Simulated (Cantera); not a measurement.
Charge: 1 mol SiH4, 0.24 mol Cl2, 390 mol H2, equilibrated at 0.00133 bar.

Cantera equilibrium calculation (NASA polynomials, part measured and part estimated; ideal gas, pure solids and liquids). Candidate condensed phases: Si; 19 gas species. Kinetics and transport are ignored.

Over these rows the condensed part is Si(s). Partial pressures as log10 of bar:

```
T (K)  1000/T (1/K)  log p Si  log p H2
-----  ------------  --------  --------
1225         0.8163    -11.46     -2.88
1300         0.7692    -10.36     -2.88
1375         0.7273     -9.39     -2.88
1450         0.6897         ?     -2.88
1525         0.6557     -7.72     -2.88
1600         0.6250     -7.01     -2.88
```

**Question.** Fit log p(Si) = a + b·(1000/T) to the five rows, give the apparent enthalpy, and predict the row at 1450 K.

**Answer.** Means: 1000/T = 0.7187, log p = -9.188. Sxy = -0.579233, Sxx = 0.0248987, so b = -23.26 and a = -9.188 − (-23.26)×0.7187 = 7.53.
Apparent enthalpy: −19.145 × (-23.26) = 445 kJ/mol. The condensed phases alone fix this pressure, through Si(s) = Si(g), so the slope is that reaction's ΔH° and the other gases don't enter. The five rows lie within 0.01 of the line.
Prediction at 1450 K: 7.53 + (-23.26)×0.6897 = -8.51. The computed value is -8.51, 0.00 from the line.
